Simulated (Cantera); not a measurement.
Input: 1 mol KCl, 0.15 mol HF, 0.31 mol H2, at 1250 K and 18.0 Pa.

Method: chemical equilibrium by Gibbs-energy minimisation in Cantera with the NASA 1993 tables (ideal gas, pure condensed phases). Candidate condensed phases: K, KCl, KF, KHF2; 23 gas species. Rates play no part.

Base state: KCl 0.671, H2 0.213, HF 0.0936, HCl 0.00995, KF 0.00943, K2Cl2 0.00312, K 0.000517, H 1.66e-5 (mole fractions); condensed: gas only.

Q: What changes in the equilibrium state with this change: KCl replaced by PbF2?

A: 
| species | before | after |
|---|---|---|
| HF | 0.0936 | 0.435 |
| PbF2 | 0 | 0.263 |
| Pb | 0 | 0.215 |
| KCl | 0.671 | 0 |
| PbF4 | 0 | 0.0558 |
| PbF | 0 | 0.0311 |
| H2 | 0.213 | 9.34e-7 |
| HCl | 0.00995 | 0 |
| KF | 0.00943 | 0 |
Further candidate phases: Pb, PbF2.
